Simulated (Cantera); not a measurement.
Feed: 1 mol (CH3)2SiCl2, 0.029 mol C3H8, 610 mol H2, held at 1400 K and 15000 Pa.

Cantera equilibrium calculation (NASA polynomials, part measured and part estimated; ideal gas, pure solids and liquids). Candidate condensed phases: C, C6H6, C7H8, C8H18, Si, SiC; 109 gas species. The feed counts by its element totals alone. Kinetics and transport are ignored.

Base state: H2 0.996, HCl 0.00326, CH4 0.000643, H 1.25e-5 (mole fractions); condensed: C(graphite) + SiC(s).

**Question.** What changes in the equilibrium state with this change: temperature from 1400 K to 1175 K?

**Answer.** 
```json
[
 {"species": "H2", "before": "0.996", "after": "0.995"},
 {"species": "HCl", "before": "0.00326", "after": "0.00326"},
 {"species": "CH4", "before": "0.000643", "after": "0.00177"},
 {"species": "H", "before": "1.25e-5", "after": "3.16e-7"},
 {"species": "C(graphite), mol", "before": "0.689", "after": "0"},
 {"species": "SiC(s), mol", "before": "1.000", "after": "1.000"}
]
```
